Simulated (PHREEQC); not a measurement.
Solution (20 °C): 12 mmol/kgw HBr, 0.1 mmol/kgw FeCl2 and 26 mmol/kgw CuCl2. Closed to the air; pH follows from the charge balance.

Computed with PHREEQC (ion-association model, wateq4f.dat).

No solid was allowed to form.

**Question.** Predict the pH.

**Answer.** pH 2.00.

**Question.** In which forms is Fe present?

**Answer.** Fe+2 97 %, FeCl+ 2.8 % of the Fe.
